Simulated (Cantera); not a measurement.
Low-pressure radical oxidation in H2/O2

An isothermal, constant-pressure homogeneous reactor starts with 1.76 % H₂, 97.9 % O₂, 0.333 % H₂O, equivalence ratio 0.0090, at 1250 K and 9.00 Torr.

Computed with Cantera and GRI-Mech 3.0 (53 species, 325 reactions). Radical loss at walls, strong at low pressure, is not modelled.

| t (s) | x H₂ | x O₂ | x H | x H₂O | x HO₂ |
|---|---|---|---|---|---|
| 0.000500 | 0.0176 | 0.979 | 7.96e-9 | 0.00333 | 1.78e-8 |
| 0.00107 | 0.0176 | 0.979 | 5.31e-8 | 0.00333 | 3.83e-8 |
| 0.00227 | 0.0176 | 0.979 | 2.63e-6 | 0.00335 | 1.12e-7 |
| 0.00484 | 0.00475 | 0.968 | 0.00167 | 0.0137 | 1.71e-6 |
| 0.0103 | 0.000147 | 0.964 | 0.00118 | 0.0194 | 1.21e-6 |
| 0.0220 | 0.000133 | 0.965 | 0.00104 | 0.0195 | 1.17e-6 |
| 0.0469 | 0.000114 | 0.967 | 0.000817 | 0.0197 | 1.10e-6 |
| 0.100 | 8.39e-5 | 0.970 | 0.000510 | 0.0201 | 9.61e-7 |
| 0.213 | 4.87e-5 | 0.974 | 0.000222 | 0.0204 | 7.43e-7 |
| 0.454 | 2.10e-5 | 0.977 | 6.23e-5 | 0.0207 | 4.76e-7 |
| 0.969 | 6.98e-6 | 0.978 | 1.19e-5 | 0.0209 | 2.43e-7 |
| 2.06 | 2.01e-6 | 0.979 | 1.84e-6 | 0.0210 | 1.02e-7 |
| 4.40 | 5.68e-7 | 0.979 | 2.77e-7 | 0.0211 | 3.85e-8 |
| 9.38 | 1.71e-7 | 0.979 | 4.59e-8 | 0.0211 | 1.54e-8 |
| 20.0 | 5.71e-8 | 0.979 | 8.87e-9 | 0.0211 | 8.55e-9 |
x: mole fraction; the columns are a selection and need not sum to one.

Equilibrium at this temperature and pressure: H₂ 6.77e-9, O₂ 0.979, H 3.66e-10, H₂O 0.0211, HO₂ 1.10e-8 (gas phase only).
